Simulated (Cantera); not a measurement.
A closed system holds: 1 mol SiH4, 0.15 mol NH3, 2.2 mol N2, at 1052 °C and 64.0 mbar.

Equilibrium computed with Cantera from the NASA thermochemical tables; the gas is ideal and each condensed phase is pure. Candidate condensed phases: Si, Si3N4; 18 gas species. Rates play no part.

Base state: H2 0.580, N2 0.420 (mole fractions); condensed: Si3N4(s).

Q: What changes in the equilibrium state with this change: SiH4 replaced by SiHCl3?

A: 
```csv
species,before,after
N2,0.420,0.528
HCl,0,0.276
SiCl4,0,0.125
H2,0.580,0.0576
SiCl3,0,0.00879
SiCl2,0,0.00336
SiHCl3,0,0.00133
"Si3N4(s), mol",0.333,0.163
```
The tables' values for SiCl3 are old estimates; treat these amounts as uncertain. Further candidate phases: NH4Cl.
